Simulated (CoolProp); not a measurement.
Properties of CH2F2 (R32) along the isotherm 96.05 °C (Tc = 78.1 °C, pc = 5.783 MPa, ω = 0.277).

Model: reference Helmholtz-energy equation of state, Tillner-Roth 1997, in CoolProp.

| p (MPa) | phase | density (kg/m³) | isothermal compressibility (1/MPa) | viscosity (µPa s) |
|---|---|---|---|---|
| 0.578 | gas | 10.13 | 1.790 | 16.5 |
| 1.16 | gas | 21.08 | 0.9262 | 16.5 |
| 1.73 | gas | 32.65 | 0.6471 | 16.6 |
| 2.31 | gas | 45.45 | 0.5079 | 16.7 |
| 2.89 | gas | 59.50 | 0.4281 | 16.9 |
| 3.47 | gas | 75.12 | 0.3791 | 17.1 |
| 4.05 | gas | 92.71 | 0.3490 | 17.5 |
| 4.63 | gas | 112.9 | 0.3327 | 17.9 |
| 5.2 | gas | 136.2 | 0.3285 | 18.5 |
| 5.78 | gas | 165.1 | 0.3376 | 19.4 |
| 6.36 | supercritical | 202.3 | 0.3655 | 20.8 |
| 6.94 | supercritical | 253.8 | 0.4225 | 23.2 |
| 7.52 | supercritical | 331.5 | 0.4930 | 27.6 |
| 8.1 | supercritical | 434.7 | 0.3991 | 34.8 |
| 8.67 | supercritical | 516.3 | 0.2174 | 41.7 |

Viscosity comes from a separate model (Bell 2016), an estimate that may be off by 10 % or more.
